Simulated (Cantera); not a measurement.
Mixture: CO : H2 : CH4 : O2 : N2 = 1 : 0.088 : 0.11 : 0.364 : 1.37 (molar parts), equivalence ratio 2.1, at 3.16 atm, adiabatic and at constant volume. Ignition delay is the time to a rise of 400 K.

Detailed kinetics in Cantera: GRI-Mech 3.0 (53 species, 325 reactions). Below about 1000 K GRI-Mech 3.0 lacks low-temperature oxidation paths.

**Question.** Predict: delay at 998 K; delay at 1098 K; delay at 1198 K; delay at 1298 K; apparent activation energy between 1248 and 1348 K.

**Answer.** 
* **delay at 998 K**: 3.55 ms
* **delay at 1098 K**: 0.985 ms
* **delay at 1198 K**: 0.419 ms
* **delay at 1298 K**: 0.198 ms
* **apparent activation energy between 1248 and 1348 K**: 100 kJ/mol
